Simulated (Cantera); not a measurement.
Charge: 1 mol Si3N4, 0.53 mol O2, 11 mol N2, a varied amount of H2O, equilibrated at 725 °C and 1.33 mbar.

Cantera equilibrium calculation (NASA polynomials, part measured and part estimated; ideal gas, pure solids and liquids). Candidate condensed phases: H2O, Si, SiO2, Si2N2O, Si3N4; 35 gas species. The numbers say what is thermodynamically allowed, not how fast it happens.

x: gas mole fraction; n: condensed amount in mol.

```json
[
 {"n(H2O) (mol)": "0.0039", "x N2": "1.000", "x H2": "0.000343", "x H2O": "<1e-12", "x H": "1.10e-9", "x NH3": "(withheld)", "n Si2N2O(s)": "1.06", "n Si3N4(s)": "0.291", "n SiO2(β-quartz)": "0"},
 {"n(H2O) (mol)": "0.0062", "x N2": "0.999", "x H2": "0.000546", "x H2O": "<1e-12", "x H": "1.38e-9", "x NH3": "(withheld)", "n Si2N2O(s)": "1.07", "n Si3N4(s)": "0.289", "n SiO2(β-quartz)": "0"},
 {"n(H2O) (mol)": "0.0099", "x N2": "0.999", "x H2": "0.000871", "x H2O": "<1e-12", "x H": "1.75e-9", "x NH3": "(withheld)", "n Si2N2O(s)": "1.07", "n Si3N4(s)": "0.287", "n SiO2(β-quartz)": "0"},
 {"n(H2O) (mol)": "0.016", "x N2": "0.999", "x H2": "0.00141", "x H2O": "<1e-12", "x H": "2.22e-9", "x NH3": "(withheld)", "n Si2N2O(s)": "1.08", "n Si3N4(s)": "0.283", "n SiO2(β-quartz)": "0"},
 {"n(H2O) (mol)": "0.025", "x N2": "0.998", "x H2": "0.00220", "x H2O": "<1e-12", "x H": "2.77e-9", "x NH3": "(withheld)", "n Si2N2O(s)": "1.08", "n Si3N4(s)": "0.277", "n SiO2(β-quartz)": "0"},
 {"n(H2O) (mol)": "0.041", "x N2": "0.996", "x H2": "0.00359", "x H2O": "<1e-12", "x H": "3.55e-9", "x NH3": "(withheld)", "n Si2N2O(s)": "1.10", "n Si3N4(s)": "0.266", "n SiO2(β-quartz)": "0"},
 {"n(H2O) (mol)": "0.065", "x N2": "0.994", "x H2": "0.00568", "x H2O": "<1e-12", "x H": "4.46e-9", "x NH3": "(withheld)", "n Si2N2O(s)": "1.12", "n Si3N4(s)": "0.250", "n SiO2(β-quartz)": "0"},
 {"n(H2O) (mol)": "0.1", "x N2": "0.991", "x H2": "0.00871", "x H2O": "<1e-12", "x H": "5.52e-9", "x NH3": "(withheld)", "n Si2N2O(s)": "1.16", "n Si3N4(s)": "0.227", "n SiO2(β-quartz)": "0"},
 {"n(H2O) (mol)": "0.17", "x N2": "0.985", "x H2": "0.0147", "x H2O": "<1e-12", "x H": "7.17e-9", "x NH3": "(withheld)", "n Si2N2O(s)": "1.23", "n Si3N4(s)": "0.180", "n SiO2(β-quartz)": "0"},
 {"n(H2O) (mol)": "0.27", "x N2": "0.977", "x H2": "0.0231", "x H2O": "<1e-12", "x H": "8.98e-9", "x NH3": "(withheld)", "n Si2N2O(s)": "1.33", "n Si3N4(s)": "0.113", "n SiO2(β-quartz)": "0"},
 {"n(H2O) (mol)": "0.42", "x N2": "0.965", "x H2": "0.0353", "x H2O": "<1e-12", "x H": "1.11e-8", "x NH3": "(withheld)", "n Si2N2O(s)": "1.48", "n Si3N4(s)": "0.0133", "n SiO2(β-quartz)": "0"},
 {"n(H2O) (mol)": "0.68", "x N2": "0.945", "x H2": "0.0555", "x H2O": "8.88e-7", "x H": "1.39e-8", "x NH3": "(withheld)", "n Si2N2O(s)": "1.42", "n Si3N4(s)": "0", "n SiO2(β-quartz)": "0.160"}
]
```

Question: Fill in the missing entries.

Answer: 
- 0.0039, x NH3: 5.00e-12
- 0.0062, x NH3: 1.00e-11
- 0.0099, x NH3: 2.02e-11
- 0.016, x NH3: 4.14e-11
- 0.025, x NH3: 8.07e-11
- 0.041, x NH3: 1.69e-10
- 0.065, x NH3: 3.36e-10
- 0.1, x NH3: 6.35e-10
- 0.17, x NH3: 1.39e-9
- 0.27, x NH3: 2.72e-9
- 0.42, x NH3: 5.11e-9
- 0.68, x NH3: 9.97e-9
